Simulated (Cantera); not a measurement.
Cantera run:

```python
import numpy as np
import cantera as ct

gas_names = [...]  # 118 gases of nasa_gas.yaml made of C, Cl, F, H
cond_names = """
    C(gr) C6H6(L) C7H8(L) C8H18(L),n-octa
""".split()


# ... load() reads the species with a 1 bar reference pressure and builds the phases ...
atoms = {
    'CH3Cl': {'C': 1, 'H': 3, 'CL': 1},
    'F2': {'F': 2},
    'CH4': {'C': 1, 'H': 4},
}
top_T = {'C(gr)': 4500}  # K; cautious upper limits of use, not melting points


# ... equilibrate(T, P, feed) seeds the gas with the atoms and calls Mixture.equilibrate('TP', solver="vcs", rtol=1e-11, max_steps=5000) ...
results = []
feed = {'CH3Cl': 1, 'F2': 0.02, 'CH4': 0.024}  # mol
T = 2025  # K
P = 350  # Pa
mix = equilibrate(T, P, feed)
results.append((T, P, feed, dict(zip(mix.species_names, mix.species_moles))))
print(gas.report(threshold=1e-06))
for i in range(1, mix.n_phases):
    print(f"{mix.phase(i).name:16s} {mix.phase_moles(i):12.5e} mol")
```

Result:

```
       temperature   2025 K
          pressure   350 Pa
           density   0.00038796 kg/m^3
  mean mol. weight   18.663 kg/kmol
   phase of matter   gas

                          1 kg             1 kmol
                     ---------------   ---------------
          enthalpy        7.2906e+05        1.3606e+07  J
   internal energy        -1.731e+05       -3.2305e+06  J
           entropy             14499         2.706e+05  J/K
    Gibbs function       -2.8632e+07       -5.3435e+08  J
 heat capacity c_p            1844.1             34416  J/K
 heat capacity c_v            1398.6             26101  J/K

                      mass frac. Y      mole frac. X     chem. pot. / RT
                     ---------------   ---------------   ---------------
             C2HCL        5.9422e-06        1.8336e-06           -43.854
    C2H2,acetylene        0.00061073        0.00043774           -31.485
                CL          0.030235          0.015917            -25.32
               CL2        5.1233e-06        1.3486e-06           -50.639
                 H         0.0012221          0.022626           -12.951
               HCL           0.89533           0.45832            -38.27
                HF          0.020335          0.018969           -50.506
                H2          0.052253           0.48373           -25.901
     [ +110 minor]        2.0777e-06         1.725e-06

C(gr)             1.02214e+00 mol
```

Method: chemical equilibrium by Gibbs-energy minimisation in Cantera with the NASA 1993 tables (ideal gas, pure condensed phases).
